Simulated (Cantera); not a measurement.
A closed system holds: 1 mol Pb, 28 mol N₂, held at 143 Torr.

These are equilibrium values from Cantera (NASA tables, ideal gas, pure condensed phases), not measurements of a reactor. Candidate condensed phases: Pb; 4 gas species. Equilibrium is a limit: real reactors are often held back by kinetics, nucleation or transport.

### Question
Which condensed phases are stable at each of these points (T (K)): 598, 673, 748, 823, 898, 973, 1048, 1123, 1198, 1273, 1348, 1423, 1498?

### Answer
```csv
T (K),condensed phases,Pb condensed (%)
598,Pb(s),100.0
673,Pb(l),100.0
748,Pb(l),100.0
823,Pb(l),100.0
898,Pb(l),100.0
973,Pb(l),99.9
1048,Pb(l),99.3
1123,Pb(l),97.3
1198,Pb(l),90.8
1273,Pb(l),72.7
1348,Pb(l),27.8
1423,gas only,0.0
1498,gas only,0.0
```

At 598 K the condensed part is Pb(s). From 673 K to 1348 K the condensed part is Pb(l). From 1423 K to 1498 K nothing is condensed.
